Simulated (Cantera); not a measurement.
What does this Cantera script print?

```python
import numpy as np
import cantera as ct

gas = ct.Solution("h2o2.yaml")
gas.TPX = 900, 260, {'H2': 0.36, 'O2': 1, 'N2': 2.8}
reactor = ct.IdealGasConstPressureReactor(gas, energy="off", clone=False)
net = ct.ReactorNet([reactor])
net.rtol, net.atol = 1e-08, 1e-18
show = ['H2', 'O2', 'H2O', 'O', 'HO2', 'H2O2', 'OH']
times = np.geomspace(0.0001, 300, 11)

steps = ct.SolutionArray(gas, extra=["t"])
rows = []
print(f"{'t/s':>10s}{'T/K':>9s}{'P/Pa':>11s}" + "".join(f"{s:>11s}" for s in show))
for t in times:
    while net.time < t:
        t_next = net.step()
        steps.append(gas.state, t=t_next)
    rows.append([np.interp(t, steps.t, y) for y in (steps.T, steps.P, *steps(*show).X.T)])
    print(f"{t:10.3e}{rows[-1][0]:9.1f}{rows[-1][1]:11.4g}" + "".join(f"{x:11.3e}" for x in rows[-1][2:]))
rate = np.gradient(steps.T, steps.t)
print("integrator steps:", len(steps.t))
if steps.T.max() > steps.T[0] + 200:
    print(f"time of steepest temperature rise: {steps.t[rate.argmax()]:.4e} s")
gas.TPX = 900, 260, {'H2': 0.36, 'O2': 1, 'N2': 2.8}
gas.equilibrate("TP")
print(f"equilibrium (TP): T = {gas.T:.1f} K  " + "  ".join(f"{s} {gas[s].X[0]:.3e}" for s in show))
```

Output:

```
       t/s      T/K       P/Pa         H2         O2        H2O          O        HO2       H2O2         OH
 1.000e-04    900.0        260  8.654e-02  2.404e-01  1.466e-16  1.573e-15  1.877e-13  4.259e-19  1.464e-15
 4.443e-04    900.0        260  8.654e-02  2.404e-01  9.898e-15  2.922e-14  8.343e-13  8.315e-18  2.226e-14
 1.974e-03    900.0        260  8.654e-02  2.404e-01  4.934e-13  4.919e-13  3.711e-12  1.642e-16  2.250e-13
 8.773e-03    900.0        260  8.654e-02  2.404e-01  2.250e-11  8.618e-12  1.662e-11  3.250e-15  2.647e-12
 3.898e-02    900.0        260  8.654e-02  2.404e-01  1.618e-08  3.911e-09  1.754e-10  8.708e-14  1.138e-09
 1.732e-01    900.0        260  5.072e-03  2.043e-01  6.146e-02  1.197e-02  6.993e-07  6.953e-09  1.067e-03
 7.696e-01    900.0        260  1.491e-03  2.045e-01  8.367e-02  4.508e-03  7.452e-07  1.004e-08  5.989e-04
 3.420e+00    900.0        260  6.462e-05  2.059e-01  9.028e-02  1.834e-04  4.217e-07  1.555e-08  1.087e-04
 1.519e+01    900.0        260  1.803e-06  2.060e-01  9.044e-02  5.363e-06  4.738e-08  5.532e-09  1.840e-05
 6.752e+01    900.0        260  1.354e-07  2.060e-01  9.045e-02  4.600e-07  5.163e-09  1.619e-09  5.403e-06
 3.000e+02    900.0        260  1.861e-08  2.060e-01  9.045e-02  6.811e-08  8.296e-10  5.271e-10  2.077e-06
integrator steps: 2102
equilibrium (TP): T = 900.0 K  H2 1.258e-11  O2 2.060e-01  H2O 9.045e-02  O 4.824e-11  HO2 3.335e-11  H2O2 1.425e-12  OH 5.516e-08
```

Detailed kinetics in Cantera: the H2/O2 subset of GRI-Mech 3.0, which has no nitrogen chemistry. Radical loss at walls, strong at low pressure, is not modelled. Below about 950 K walls govern HO2 and H2O2 in real vessels. The temperature is held fixed by assumption; the heat of reaction is taken as removed at once.
